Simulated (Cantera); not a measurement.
# Silicon nitride deposition: SiHCl₃ + NH₃

Feed: 1 mol SiHCl₃, a varied amount of NH₃, at 1725 K and 0.000100 bar.

These are equilibrium values from Cantera (NASA tables, ideal gas, pure condensed phases), not measurements of a reactor. Candidate condensed phases: NH₄Cl, Si, Si₃N₄; 28 gas species. The tables' values for SiCl, SiCl₃, SiN are old estimates; treat these amounts as uncertain. Gases not in the tables: Si₂H₆ and higher silanes. The numbers say what is thermodynamically allowed, not how fast it happens.

```
n(NH₃) (mol)   x H₂   x N₂   x HCl  x SiCl₂     x H     x Si     x Cl   x SiCl  n Si(l)
------------  -----  -----  ------  -------  ------  -------  -------  -------  -------
1.5           0.433  0.148   0.206    0.188  0.0122  0.00565  0.00451  0.00244        0
1.9           0.471  0.161   0.182    0.160  0.0127  0.00672  0.00381  0.00245        0
2.3           0.500  0.171   0.163    0.138  0.0131  0.00762  0.00333  0.00243        0
2.8           0.527  0.181   0.146    0.118  0.0135  0.00856  0.00289  0.00237        0
3.5           0.556  0.191   0.128   0.0967  0.0138  0.00958  0.00248  0.00227        0
4.3           0.578  0.199   0.115   0.0789  0.0141   0.0102  0.00218  0.00211  0.00902
5.3           0.598  0.206   0.104   0.0626  0.0144   0.0102  0.00194  0.00188   0.0352
6.5           0.616  0.212  0.0939   0.0494  0.0146   0.0102  0.00172  0.00167   0.0578
```
x: gas mole fraction; n: condensed amount in mol.

From 1.5 mol NH₃ to 3.5 mol NH₃ nothing is condensed. From 4.3 mol NH₃ to 6.5 mol NH₃ the condensed part is Si(l). The main Si-bearing gas is SiCl₂ throughout.
